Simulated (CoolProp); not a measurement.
The numbers come from the reference Helmholtz-energy equation of state, Lemmon 2006 in CoolProp. It is a short technical equation, of lower accuracy than the large ones.

Q: For CH3F (R41), give the phase and the density (kg/m³), Joule-Thomson coefficient (K/MPa), isothermal compressibility (1/MPa) at 341.5 K and 29400 kPa.

A: 
- 341.5 K and 29400 kPa: supercritical; density 618, Joule-Thomson coefficient 0.229, isothermal compressibility 0.00761
